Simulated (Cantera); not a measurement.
Mixture: CH4 : O2 : N2 = 1 : 1.05 : 3.96 (molar parts), equivalence ratio 1.9, at 1.50 bar, adiabatic and at constant pressure. Ignition delay is the time to a rise of 400 K.

Model: GRI-Mech 3.0 (53 species, 325 reactions), integrated in Cantera.

Task: What does this change do: pressure from 1.50 bar to 9.20 bar?

Result: 
```tsv
quantity	before	after
delay at 1000 K	1.04 s	0.122 s
delay at 1100 K	0.201 s	27.3 ms
delay at 1200 K	46.0 ms	7.38 ms
delay at 1300 K	12.1 ms	2.25 ms
delay at 1400 K	3.55 ms	0.755 ms
apparent activation energy between 1350 and 1450 K	190 kJ/mol	170 kJ/mol
```

Task: What does this change do: 0.02 parts H2 added?

Result: 
```
quantity                                                before       after
--------------------------------------------------  ----------  ----------
delay at 1000 K                                         1.04 s     0.528 s
delay at 1100 K                                        0.201 s     0.141 s
delay at 1200 K                                        46.0 ms     36.7 ms
delay at 1300 K                                        12.1 ms     10.3 ms
delay at 1400 K                                        3.55 ms     3.13 ms
apparent activation energy between 1350 and 1450 K  190 kJ/mol  190 kJ/mol
```
